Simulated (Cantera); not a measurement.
An adiabatic, constant-volume homogeneous reactor starts with CH4 : O2 : N2 = 1 : 6.06 : 22.8 (molar parts), at 1673 K and 2300000 Pa. Integrator tolerance rtol = 1e-08.

Computed with Cantera and GRI-Mech 3.0 (53 species, 325 reactions). The pressure lies above the range GRI-Mech 3.0 was tuned for (to about 10 atm).

### Question
What does this change do: CH4 1 to 2.2 parts?

### Answer
| quantity | before | after |
|---|---|---|
| time of steepest temperature rise | 17.0 µs | 18.3 µs |
| temperature at 1.00 s | 2489 K | 3061 K |
| equilibrium temperature | 2489 K | 3061 K |
| x(CH4) at 1.00 s | <1e-12 (gas-phase equilibrium <1e-12) | <1e-12 (gas-phase equilibrium <1e-12) |
| x(O2) at 1.00 s | 0.126 (gas-phase equilibrium 0.126) | 0.0452 (gas-phase equilibrium 0.0452) |
| x(O) at 1.00 s | 0.000837 (gas-phase equilibrium 0.000837) | 0.00455 (gas-phase equilibrium 0.00455) |
| x(HCN) at 1.00 s | 1.25e-12 (gas-phase equilibrium 1.25e-12) | 3.31e-9 (gas-phase equilibrium 3.31e-9) |
| x(CH2) at 1.00 s | <1e-12 (gas-phase equilibrium <1e-12) | <1e-12 (gas-phase equilibrium <1e-12) |
| x(CO2) at 1.00 s | 0.0329 (gas-phase equilibrium 0.0329) | 0.0535 (gas-phase equilibrium 0.0535) |
Above 3000 K some thermodynamic fits are extrapolated.

### Question
What does this change do: 0.72 parts H2O added?

### Answer
| quantity | before | after |
|---|---|---|
| time of steepest temperature rise | 17.0 µs | 17.0 µs |
| temperature at 1.00 s | 2489 K | 2463 K |
| equilibrium temperature | 2489 K | 2463 K |
| x(CH4) at 1.00 s | <1e-12 (gas-phase equilibrium <1e-12) | <1e-12 (gas-phase equilibrium <1e-12) |
| x(O2) at 1.00 s | 0.126 (gas-phase equilibrium 0.126) | 0.123 (gas-phase equilibrium 0.123) |
| x(O) at 1.00 s | 0.000837 (gas-phase equilibrium 0.000837) | 0.000731 (gas-phase equilibrium 0.000731) |
| x(HCN) at 1.00 s | 1.25e-12 (gas-phase equilibrium 1.25e-12) | 1.03e-12 (gas-phase equilibrium 1.03e-12) |
| x(CH2) at 1.00 s | <1e-12 (gas-phase equilibrium <1e-12) | <1e-12 (gas-phase equilibrium <1e-12) |
| x(CO2) at 1.00 s | 0.0329 (gas-phase equilibrium 0.0329) | 0.0322 (gas-phase equilibrium 0.0322) |
